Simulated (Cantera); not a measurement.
# Si3N4 + C + H2 (sublimation and decomposition of ceramics)

Input: 1 mol Si3N4, 0.44 mol C, 0.05 mol H2, equilibrated at 1000 Pa.

Cantera equilibrium calculation (NASA polynomials, part measured and part estimated; ideal gas, pure solids and liquids). Candidate condensed phases: C, C6H6, C7H8, C8H18, Si, SiC, Si3N4; 105 gas species. Mutual solubility and eutectic melting of coexisting phases are not modelled. The tables' values for SiN are old estimates; treat these amounts as uncertain. Equilibrium is a limit: real reactors are often held back by kinetics, nucleation or transport.

```json
[
 {"T (°C)": "2075", "x N2": "0.810", "x Si": "0.141", "x Si2C": "0.0133", "x H": "0.0139", "x H2": "0.0127", "x Si2": "0.00296", "x SiC2": "0.000615", "n Si(l)": "2.15", "n SiC(s)": "0.402"},
 {"T (°C)": "2100", "x N2": "0.771", "x Si": "0.174", "x Si2C": "0.0176", "x H": "0.0148", "x H2": "0.0112", "x Si2": "0.00381", "x SiC2": "0.000939", "n Si(l)": "2.03", "n SiC(s)": "0.387"},
 {"T (°C)": "2125", "x N2": "0.724", "x Si": "0.214", "x Si2C": "0.0233", "x H": "0.0155", "x H2": "0.00964", "x Si2": "0.00488", "x SiC2": "0.00142", "n Si(l)": "1.86", "n SiC(s)": "0.365"},
 {"T (°C)": "2150", "x N2": "0.668", "x Si": "0.262", "x Si2C": "0.0305", "x H": "0.0159", "x H2": "0.00801", "x Si2": "0.00622", "x SiC2": "0.00213", "n Si(l)": "1.63", "n SiC(s)": "0.333"},
 {"T (°C)": "2175", "x N2": "0.600", "x Si": "0.319", "x Si2C": "0.0398", "x H": "0.0158", "x H2": "0.00633", "x Si2": "0.00787", "x SiC2": "0.00317", "n Si(l)": "1.29", "n SiC(s)": "0.283"},
 {"T (°C)": "2200", "x N2": "0.518", "x Si": "0.387", "x Si2C": "0.0516", "x H": "0.0152", "x H2": "0.00465", "x Si2": "0.00992", "x SiC2": "0.00468", "n Si(l)": "0.768", "n SiC(s)": "0.202"},
 {"T (°C)": "2225", "x N2": "0.431", "x Si": "0.459", "x Si2C": "0.0653", "x H": "0.0140", "x H2": "0.00315", "x Si2": "0.0120", "x SiC2": "0.00699", "n Si(l)": "0", "n SiC(s)": "0.0702"},
 {"T (°C)": "2250", "x N2": "0.425", "x Si": "0.459", "x Si2C": "0.0689", "x H": "0.0145", "x H2": "0.00271", "x Si2": "0.0103", "x SiC2": "0.0120", "n Si(l)": "0", "n SiC(s)": "0"}
]
```
x: gas mole fraction; n: condensed amount in mol.

From 2075 °C to 2200 °C the condensed part is Si(l) + SiC(s). At 2225 °C the condensed part is SiC(s). At 2250 °C nothing is condensed. The main Si-bearing gas is Si throughout. The share of Si in condensed phases is highest at 2075 °C (85.1 %) and lowest at 2250 °C (0.0 %).
